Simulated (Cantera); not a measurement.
Equilibrium for fluorocarbon and chlorocarbon gases: CH3F + HCl

Charge: 1 mol CH3F, 0.47 mol HCl, equilibrated at 0.000480 bar.

Equilibrium computed with Cantera from the NASA thermochemical tables; the gas is ideal and each condensed phase is pure. Candidate condensed phases: C, C6H6, C7H8, C8H18; 135 gas species. Ions and electrons are included (thermal ionisation). Rates play no part.

From 3000 K to 5000 K nothing is condensed. The main C-bearing gas is C3 at 3000 K and C at 5000 K.

```json
[
 {"T (K)": "3000", "x H": "0.582", "x F": "0.0737", "x C": "0.0436", "x HF": "0.133", "x Cl": "0.0974", "x C3": "0.0459", "x C2": "0.0113"},
 {"T (K)": "3500", "x H": "0.584", "x F": "0.161", "x C": "0.158", "x HF": "0.00958", "x Cl": "0.0804", "x C3": "0.00102", "x C2": "0.00446"},
 {"T (K)": "4000", "x H": "0.584", "x F": "0.168", "x C": "0.168", "x HF": "0.000764", "x Cl": "0.0792", "x C3": "3.80e-6", "x C2": "0.000361"},
 {"T (K)": "4500", "x H": "0.584", "x F": "0.168", "x C": "0.168", "x HF": "0.000103", "x Cl": "0.0791", "x C3": "4.29e-8", "x C2": "4.66e-5"},
 {"T (K)": "5000", "x H": "0.584", "x F": "0.168", "x C": "0.167", "x HF": "2.05e-5", "x Cl": "0.0790", "x C3": "1.16e-9", "x C2": "8.93e-6"}
]
```
x: gas mole fraction; nothing condenses.
